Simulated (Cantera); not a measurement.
A closed system holds: 1 mol CaO, 0.93 mol NF3, 1 mol O2, at 15.0 Pa.

Equilibrium computed with Cantera from the NASA thermochemical tables; the gas is ideal and each condensed phase is pure. Candidate condensed phases: Ca, CaF2, CaO; 22 gas species. Kinetics and transport are ignored.

### Question
At 1475 K, list the 4 most abundant gas species with their mole fractions, and the condensed phases.

### Answer
O2 0.539, F 0.284, N2 0.167, CaF2 0.00846. Condensed: CaF2(s).
